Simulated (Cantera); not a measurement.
Charge: 1 mol SiCl4, 0.58 mol C2H2, 1.9 mol H2, at 2025 K and 0.133 bar.

These are equilibrium values from Cantera (NASA tables, ideal gas, pure condensed phases), not measurements of a reactor. Candidate condensed phases: C, C6H6, C7H8, C8H18, Si, SiC; 109 gas species. The tables' values for SiCl3, SiCl are old estimates; treat these amounts as uncertain. Equilibrium is a limit: real reactors are often held back by kinetics, nucleation or transport.

Q: What is the equilibrium state?

A: 
```
Property                             Result
--------------------------------  ---------
x(HCl)                                0.549
x(H2)                                 0.279
x(SiCl2)                              0.151
x(SiCl3)                             0.0121
x(Cl)                               0.00407
x(H)                                0.00279
x(SiCl4)                            0.00107
x(SiCl)                            0.000263
x(C2H2 (acetylene))                0.000253
n(C(graphite))                    0.892 mol
n(SiC(s))                         0.266 mol
gas amount                        4.463 mol
log10 activity of Si(l) (absent)      -1.22
```
